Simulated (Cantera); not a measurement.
Input: 1 mol PbO, 2.1 mol CO, 2.6 mol H2, held at 2073.15 K and 0.290 bar.

Equilibrium computed with Cantera from the NASA thermochemical tables; the gas is ideal and each condensed phase is pure. Candidate condensed phases: C, C6H6, C7H8, C8H18, H2O, Pb, PbO, PbO2, Pb3O4; 113 gas species. Gases not in the tables: (PbO)n polymers. Rates play no part.

Base state: CO 0.336, H2 0.311, Pb 0.175, H2O 0.143, CO2 0.0318, H 0.00273, PbO 0.000472, OH 0.000142 (mole fractions); condensed: gas only.

Q: What changes in the equilibrium state with this change: H2 from 2.6 to 0.13 mol?

A: 
```
species    before    after
-------  --------  -------
CO          0.336    0.378
Pb          0.175    0.303
CO2        0.0318    0.272
H2          0.311  0.00889
H2O         0.143   0.0310
O2        1.75e-7  1.02e-5
PbO      0.000472  0.00623
```
